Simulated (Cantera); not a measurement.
**Silicon etching in halogen gases: Si + Br2 + H2**

A closed system holds: 1 mol Si, a varied amount of Br2, 1.1 mol H2, held at 0.00133 bar.

Method: chemical equilibrium by Gibbs-energy minimisation in Cantera with the NASA 1993 tables (ideal gas, pure condensed phases). Candidate condensed phases: Br2, Si; 19 gas species. The tables' values for SiBr3 are old estimates. Rates play no part.

### Question
Map the stable condensed phases over T = 602, 652, 702, 752, 802, 852, 902, 952, 1002, 1052, 1102, 1152 °C and n(Br2) in mol = 0.9, 1.2, 1.5, 2, 2.6, 3.5, 4.5, 5.9.

### Answer
```
T in °C \ n(Br2) in mol
         0.9 1.2 1.5   2 2.6 3.5 4.5 5.9
   1152    A   A   B   B   B   B   B   B
   1102    A   A   B   B   B   B   B   B
   1052    A   A   B   B   B   B   B   B
   1002    A   A   B   B   B   B   B   B
    952    A   A   B   B   B   B   B   B
    902    A   A   A   B   B   B   B   B
    852    A   A   A   B   B   B   B   B
    802    A   A   A   B   B   B   B   B
    752    A   A   A   A   B   B   B   B
    702    A   A   A   A   B   B   B   B
    652    A   A   A   A   B   B   B   B
    602    A   A   A   A   B   B   B   B
```
A: Si; B: gas only.
